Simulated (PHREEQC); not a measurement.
PHREEQC input (Pitzer model, pitzer.dat):

```
SOLUTION 1
  temp 75
  units mol/kgw
  pH 7 charge
  S(6) 0.0376
  K 0.048
  Cl 0.039
  Na 0.0588
  Mg 0.0037
END
USE solution 1
INCREMENTAL_REACTIONS false
REACTION 1
  H2O -1
  0 9.886 18.011 24.689 30.178 34.689 38.397 41.444
  43.949 46.007 47.699 49.089 50.232 51.172 51.944 52.578
  53.1 53.528 53.88 54.17 54.408 54.603 54.764 54.896
  55.005 55.094 55.168 55.228 moles
EQUILIBRIUM_PHASES 1
  Arcanite 0 0
  Bischofite 0 0
  Bloedite 0 0
  Brucite 0 0
  Carnallite 0 0
  Epsomite 0 0
  Glaserite 0 0
  Halite 0 0
  Hexahydrite 0 0
  Kainite 0 0
  Kieserite 0 0
  Leonite 0 0
  Mirabilite 0 0
  Misenite 0 0
  Schoenite 0 0
  Sylvite 0 0
  Thenardite 0 0
  MgCl2_4H2O 0 0
SELECTED_OUTPUT 1
  -reset false
  -pH true
  -pe true
  -ionic_strength true
  -water true
  -activities H2O
  -totals Cl K Mg Na S
  -molalities H+ Na+ K+ Mg+2 Cl- SO4-2 OH- HSO4- MgOH+
  -equilibrium_phases Arcanite Bischofite Bloedite Brucite Carnallite Epsomite Glaserite Halite Hexahydrite Kainite
    Kieserite Leonite Mirabilite Misenite Schoenite Sylvite Thenardite MgCl2_4H2O
PRINT
  -reset false
END
```

Selected output (columns that matter, 14 of 28 rows; water left (kg) added in front):

```
water left (kg)	pH	mu	Cl	K	Mg	Na	S	m_H+	m_Na+	m_K+	la_H2O	Glaserite	Halite	Thenardite
1	6.6505	0.1555	0.039	0.048	0.0037	0.0588	0.0376	3.3039e-07	0.0588	0.048	-0.0012351	0	0	0
0.675514	6.6768	0.23019	0.057734	0.071057	0.0054773	0.087045	0.055661	3.3007e-07	0.087045	0.071057	-0.0017965	0	0	0
0.456313	6.6998	0.34077	0.085468	0.10519	0.0081085	0.12886	0.0824	3.3376e-07	0.12886	0.10519	-0.0026137	0	0	0
0.30824	6.7184	0.50447	0.12652	0.15572	0.012004	0.19076	0.12198	3.4152e-07	0.19076	0.15572	-0.003805	0	0	0
0.208215	6.7313	0.74682	0.18731	0.23053	0.01777	0.2824	0.18058	3.53e-07	0.2824	0.23053	-0.0055449	0	0	0
0.140655	6.7369	1.1055	0.27727	0.34126	0.026306	0.41804	0.26732	3.6678e-07	0.41804	0.34126	-0.008095	0	0	0
0.0950203	6.7325	1.6365	0.41044	0.50516	0.038939	0.61882	0.3957	3.7893e-07	0.61882	0.50516	-0.011863	0	0	0
0.0527548	6.6992	2.9476	0.73927	0.90987	0.070136	1.1146	0.71273	3.7122e-07	1.1146	0.90987	-0.021388	0	0	0
0.0356396	6.652	4.3631	1.0943	1.3468	0.10382	1.6499	1.055	3.183e-07	1.6499	1.3468	-0.032253	0	0	0
0.0240733	6.5809	6.4594	1.6201	1.9939	0.1537	2.4425	1.5619	2.0359e-07	2.4425	1.9939	-0.049441	0	0	0
0.0162724	6.3547	7.5209	2.3967	1.9322	0.22738	3.2743	1.6323	2.2056e-07	3.2743	1.9322	-0.065333	0.0055195	0	0
0.0109937	6.0452	9.0688	3.5475	1.8283	0.33656	4.5026	1.7283	2.3529e-07	4.5026	1.8283	-0.091351	0.0093	0	0
0.00742652	5.6299	10.115	5.2515	1.9531	0.49821	5.2124	1.4553	3.1429e-07	5.2124	1.9531	-0.12463	0.011165	0	0.0044623
0.00501238	5.194	11.033	6.9723	2.3436	0.73817	5.3671	1.1074	4.7795e-07	5.3671	2.3436	-0.15878	0.012084	0.0040522	0.0078807
```

Away from 25 °C the constants follow the database's enthalpies or fits; those with neither stay at their 25 °C values.
